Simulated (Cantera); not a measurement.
A Cantera script and what it prints.

```python
import numpy as np
import cantera as ct

gas_names = """
    B BCL BCL2 BCL3 BH BH2 BH3 BN B2 CL CL2 H HCL H2 N NH NH2 NH3 N2 N2H2 N2H4
""".split()
cond_names = """
    B(b) B(L) BN(s) NH4CL(a) NH4CL(b)
""".split()


# ... load() reads the species with a 1 bar reference pressure and builds the phases ...
atoms = {
    'BN': {'B': 1, 'N': 1},
    'Cl2': {'CL': 2},
    'H2': {'H': 2},
}
top_T = {'BN(s)': 3200}  # K; cautious upper limits of use, not melting points


# ... equilibrate(T, P, feed) seeds the gas with the atoms and calls Mixture.equilibrate('TP', solver="vcs", rtol=1e-11, max_steps=5000) ...
results = []
T = 848.15  # K
P = 13332.2  # Pa
for m in [7.2, 19, 31, 43, 55, 67, 79, 92]:
    feed = {'BN': 1, 'Cl2': 19, 'H2': m}  # mol
    mix = equilibrate(T, P, feed)
    results.append((T, P, feed, dict(zip(mix.species_names, mix.species_moles))))

top = {s: max(r[3][s] / sum(r[3][g] for g in gas_names) for r in results) for s in gas_names}
cols = sorted((s for s in top if top[s] > 0.0001), key=lambda s: -top[s])[:5]
seen = [c for c in cond_names if any(r[3].get(c, 0) > 1e-12 for r in results)]
print("log10 of partial pressures in bar; condensed amounts in mol")
print(f"{'n(H2)':>10s}" + "".join(f"{s[:9]:>10s}" for s in cols + seen))
for T, P, feed, n in results:
    ng = sum(n[g] for g in gas_names)
    print(f"{feed['H2']:10.4g}" + "".join(f"{np.log10(max(n[s] / ng * P / 1e5, 1e-99)):10.3f}" for s in cols)
          + "".join(f"{n.get(c, 0):10.4g}" for c in seen))
```

Result:

```
log10 of partial pressures in bar; condensed amounts in mol
     n(H2)       HCL        H2       CL2      BCL3        N2     BN(s)
       7.2    -1.135   -13.280    -1.281    -2.293    -2.594         0
        19    -0.880    -3.109   -10.943    -3.285    -3.586     0.852
        31    -0.994    -1.495   -12.785    -5.127    -5.429    0.9972
        43    -1.088    -1.287   -13.179    -5.520    -5.825    0.9986
        55    -1.165    -1.188   -13.432    -5.772    -6.080    0.9991
        67    -1.230    -1.128   -13.622    -5.961    -6.273    0.9993
        79    -1.287    -1.088   -13.776    -6.113    -6.429    0.9994
        92    -1.341    -1.057   -13.915    -6.250    -6.572    0.9995
```

Method: chemical equilibrium by Gibbs-energy minimisation in Cantera with the NASA 1993 tables (ideal gas, pure condensed phases). Gases not in the tables: BHCl2.
